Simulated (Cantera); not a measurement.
An isothermal, constant-pressure homogeneous reactor starts with NH3 : H2 = 1 : 0.44 (molar parts), at 2373 K and 1.01 bar.

Cantera simulation using the gas-phase N/H chemistry of the illustrative SiF4/NH3 mechanism in the Surface Chemkin manual (1991); the numbers are that mechanism's predictions, not measurements. Walls and surfaces, which speed up NH3 decomposition in real reactors, are not modelled.

x: mole fraction; the columns are a selection and need not sum to one.

| t (s) | x NH3 | x H2 | x N2 | x H | x NH2 |
|---|---|---|---|---|---|
| 3.00e-5 | 0.675 | 0.316 | 0.00384 | 0.000660 | 0.00444 |
| 7.15e-5 | 0.645 | 0.337 | 0.0125 | 0.000711 | 0.00431 |
| 0.000170 | 0.583 | 0.381 | 0.0311 | 0.000821 | 0.00398 |
| 0.000405 | 0.463 | 0.465 | 0.0666 | 0.00106 | [?] |
| 0.000965 | 0.284 | 0.592 | 0.120 | 0.00155 | [?] |
| 0.00230 | 0.104 | 0.719 | 0.173 | 0.00257 | [?] |
| 0.00548 | 0.0108 | 0.782 | 0.201 | 0.00592 | [?] |
| 0.0130 | 0.000244 | 0.784 | 0.204 | 0.0123 | [?] |
| 0.0311 | 5.26e-5 | 0.784 | 0.204 | 0.0124 | [?] |
| 0.0740 | 1.85e-5 | 0.784 | 0.204 | 0.0124 | [?] |
| 0.176 | 7.80e-6 | 0.784 | 0.204 | 0.0124 | [?] |
| 0.420 | 4.41e-6 | 0.784 | 0.204 | 0.0124 | [?] |
| 1.00 | 3.82e-6 | 0.784 | 0.204 | 0.0124 | [?] |

### Question
Fill in the missing entries.

### Answer

- 0.000405, x NH2: 0.00335
- 0.000965, x NH2: 0.00237
- 0.00230, x NH2: 0.00119
- 0.00548, x NH2: 0.000262
- 0.0130, x NH2: 1.23e-5
- 0.0311, x NH2: 2.67e-6
- 0.0740, x NH2: 9.39e-7
- 0.176, x NH2: 3.96e-7
- 0.420, x NH2: 2.24e-7
- 1.00, x NH2: 1.94e-7
